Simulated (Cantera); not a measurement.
Feed: 1 mol Si, 2.1 mol SF6, 47 mol N2, equilibrated at 1600 K and 0.00133 bar.

Cantera equilibrium calculation (NASA polynomials, part measured and part estimated; ideal gas, pure solids and liquids). Candidate condensed phases: S, Si, Si3N4; 29 gas species. The tables' values for SF3, S2F2 (SSF2) are old estimates; treat these amounts as uncertain. The numbers say what is thermodynamically allowed, not how fast it happens.

Base state: N2 0.863, F 0.0799, SF2 0.0359, SiF4 0.0184, SF3 0.00130, SF 0.000545, SF4 0.000349, S2F2 (SSF2) 0.000222 (mole fractions); condensed: gas only.

What changes in the equilibrium state with this change: SF6 from 2.1 to 1.3 mol?


| species | before | after |
|---|---|---|
| N2 | 0.863 | 0.928 |
| F | 0.0799 | 0.0278 |
| SF2 | 0.0359 | 0.0220 |
| SiF4 | 0.0184 | 0.0197 |
| S2 | 1.83e-5 | 0.000472 |
| SF4 | 0.000349 | 2.58e-5 |
| S | 1.42e-5 | 7.19e-5 |
The tables' values for S2F2 (SSF2), SF3 are old estimates; treat these amounts as uncertain.

What changes in the equilibrium state with this change: temperature from 1600 K to 1273.15 K?


```json
[
 {"species": "N2", "before": "0.863", "after": "0.930"},
 {"species": "SF4", "before": "0.000349", "after": "0.0374"},
 {"species": "SiF4", "before": "0.0184", "after": "0.0198"},
 {"species": "F", "before": "0.0799", "after": "0.00879"},
 {"species": "SF2", "before": "0.0359", "after": "0.00191"},
 {"species": "SF6", "before": "2.03e-9", "after": "0.000401"},
 {"species": "S2", "before": "1.83e-5", "after": "<1e-9"}
]
```
The tables' values for SF3 are old estimates; treat these amounts as uncertain.
